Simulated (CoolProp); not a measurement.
Model: reference Helmholtz-energy equation of state, Thol 2017, in CoolProp.

Problem. Give the vapour pressure (MPa), liquid density (kg/m³), enthalpy of vaporisation (kJ/kg), surface tension (mN/m) of saturated octamethyltrisiloxane (MDM) at 360.2 K.

Solution. 
| T (K) | p (MPa) | liquid density (kg/m³) | enthalpy of vaporisation (kJ/kg) | surface tension (mN/m) |
|---|---|---|---|---|
| 360.2 | 0.0121 | 751 | 180 | 11.2 |

Surface tension comes from a separate correlation (Mulero 2014), older than this fluid's equation and unchecked against measurements.
